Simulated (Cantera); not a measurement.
Input: 1 mol B, 22 mol NH₃, equilibrated at 0.173 Torr.

These are equilibrium values from Cantera (NASA tables, ideal gas, pure condensed phases), not measurements of a reactor. Candidate condensed phases: B, BN; 15 gas species. The tables' values for BH₂ are old estimates; treat these amounts as uncertain. Kinetics and transport are ignored.

x: gas mole fraction; n: condensed amount in mol.

```
T (K)   x H₂      x H   x N₂       x B     x BH₂      x BH  n BN(s)  n B(s)
-----  -----  -------  -----  --------  --------  --------  -------  ------
1623   0.755  0.00396  0.241   1.12e-8   1.09e-6   1.86e-9    1.000       0
1673   0.753  0.00652  0.241   6.68e-8   2.90e-6   8.45e-9    1.000       0
1723   0.749   0.0104  0.240   3.58e-7   7.25e-6   3.51e-8    1.000       0
1773   0.744   0.0162  0.239   1.75e-6   1.72e-5   1.34e-7    0.999       0
1823   0.737   0.0245  0.238   7.82e-6   3.87e-5   4.76e-7    0.998       0
1873   0.727   0.0363  0.237   3.23e-5   8.32e-5   1.57e-6    0.995       0
1923   0.712   0.0524  0.235  0.000124  0.000171   4.88e-6    0.987       0
1973   0.685   0.0736  0.241  0.000367  0.000274   1.17e-5        0   0.970
2023   0.660    0.102  0.237  0.000846  0.000352   2.20e-5        0   0.943
2073   0.628    0.137  0.232   0.00187  0.000440   3.97e-5        0   0.888
2123   0.588    0.181  0.226   0.00398  0.000534   6.92e-5        0     [?]
2173   0.539    0.234  0.219   0.00817  0.000628  0.000116        0     [?]
2223   0.481    0.293  0.209    0.0162  0.000709  0.000187        0     [?]
```

Some entries are withheld; supply them.


- 2123, n B(s): 0.776
- 2173, n B(s): 0.549
- 2223, n B(s): 0.0951
